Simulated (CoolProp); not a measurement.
Values from CoolProp's reference Helmholtz-energy equation of state, Eisenbach 2021.

For propylene glycol, give the phase and the cp (kJ/(kg K)), cv (kJ/(kg K)), speed of sound (m/s) at 386.6 K and 0.101 MPa; 420 K and 0.101 MPa; 486.6 K and 0.101 MPa.


- 386.6 K and 0.101 MPa: liquid; cp 2.98, cv 2.57, speed of sound 1250
- 420 K and 0.101 MPa: liquid; cp 3.16, cv 2.70, speed of sound 1150
- 486.6 K and 0.101 MPa: gas; cp 2.55, cv 2.43, speed of sound 232
